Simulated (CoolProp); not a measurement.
Properties of R404A along the isobar 3.46 MPa (Tc = 345.3 K, pc = 3.735 MPa, ω = 0.293).

Computed with CoolProp (reference Helmholtz-energy equation of state, Lemmon 2003). It is a pseudo-pure fit of the blend.

```tsv
T (K)	phase	cp (kJ/(kg K))	isothermal compressibility (1/MPa)	expansivity (1/kK)	viscosity (µPa s)	conductivity (mW/(m K))
256.2	liquid	1.306	0.003363	2.681	234	83.9
264.1	liquid	1.328	0.003900	2.850	211	81.4
272	liquid	1.354	0.004575	3.054	191	78.8
279.9	liquid	1.383	0.005446	3.306	172	76.3
287.8	liquid	1.418	0.006602	3.624	155	73.7
295.7	liquid	1.461	0.008194	4.037	140	71.1
303.7	liquid	1.515	0.01053	4.603	125	68.3
311.6	liquid	1.587	0.01411	5.405	112	65.5
```

Viscosity comes from a separate model (Geller 2000). Thermal conductivity comes from a separate model (Geller 2001).
